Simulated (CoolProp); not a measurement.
Nitrogen along the isotherm 99.9 K: Z from the reference equation and from simpler models built on Tc = 126.2 K, pc = 3396 kPa, ω = 0.037; each cubic takes its own stable root.

Computed with CoolProp (reference Helmholtz-energy equation of state, Span 2000).

```json
[
 {"p (kPa)": "424", "phase": "gas", "reference": "0.9108", "Redlich-Kwong": "?", "Peng-Robinson": "0.9063"},
 {"p (kPa)": "849", "phase": "liquid", "reference": "0.04147", "Redlich-Kwong": "0.04277", "Peng-Robinson": "0.03779"},
 {"p (kPa)": "1270", "phase": "liquid", "reference": "0.06180", "Redlich-Kwong": "?", "Peng-Robinson": "0.05620"},
 {"p (kPa)": "1700", "phase": "liquid", "reference": "0.08242", "Redlich-Kwong": "0.08460", "Peng-Robinson": "0.07482"},
 {"p (kPa)": "2120", "phase": "liquid", "reference": "0.1024", "Redlich-Kwong": "0.1049", "Peng-Robinson": "0.09282"},
 {"p (kPa)": "2550", "phase": "liquid", "reference": "?", "Redlich-Kwong": "?", "Peng-Robinson": "0.1111"},
 {"p (kPa)": "2970", "phase": "liquid", "reference": "0.1425", "Redlich-Kwong": "?", "Peng-Robinson": "0.1288"},
 {"p (kPa)": "3400", "phase": "liquid", "reference": "0.1626", "Redlich-Kwong": "0.1656", "Peng-Robinson": "0.1468"},
 {"p (kPa)": "3820", "phase": "liquid", "reference": "0.1822", "Redlich-Kwong": "0.1852", "Peng-Robinson": "0.1642"},
 {"p (kPa)": "4240", "phase": "liquid", "reference": "0.2016", "Redlich-Kwong": "0.2047", "Peng-Robinson": "0.1815"},
 {"p (kPa)": "4670", "phase": "liquid", "reference": "0.2214", "Redlich-Kwong": "0.2244", "Peng-Robinson": "0.1990"},
 {"p (kPa)": "5090", "phase": "liquid", "reference": "0.2406", "Redlich-Kwong": "0.2436", "Peng-Robinson": "0.2161"}
]
```

Problem. Fill in the missing entries.

Solution. 
- 424, Redlich-Kwong: 0.9118
- 1270, Redlich-Kwong: 0.06358
- 2550, reference: 0.1228
- 2550, Redlich-Kwong: 0.1255
- 2970, Redlich-Kwong: 0.1454
